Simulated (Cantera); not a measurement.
Input: 1 mol Si, 9.6 mol Cl2, 1.3 mol N2, held at 1.80 mbar.

Method: chemical equilibrium by Gibbs-energy minimisation in Cantera with the NASA 1993 tables (ideal gas, pure condensed phases). Candidate condensed phases: Si, Si3N4; 13 gas species. The tables' values for SiCl3 are old estimates; treat these amounts as uncertain. Rates play no part. All values below are at 1425 K.

Base state: Cl 0.477, Cl2 0.346, N2 0.100, SiCl4 0.0769, SiCl3 3.07e-5 (mole fractions); condensed: gas only.

Question: What changes in the equilibrium state with this change: Cl2 from 9.6 to 2.1 mol?

Answer: 
```json
[
 {"species": "N2", "before": "0.100", "after": "0.523"},
 {"species": "SiCl4", "before": "0.0769", "after": "0.401"},
 {"species": "Cl", "before": "0.477", "after": "0.0677"},
 {"species": "Cl2", "before": "0.346", "after": "0.00698"},
 {"species": "SiCl2", "before": "4.83e-8", "after": "1.25e-5"},
 {"species": "SiCl3", "before": "3.07e-5", "after": "0.00113"}
]
```
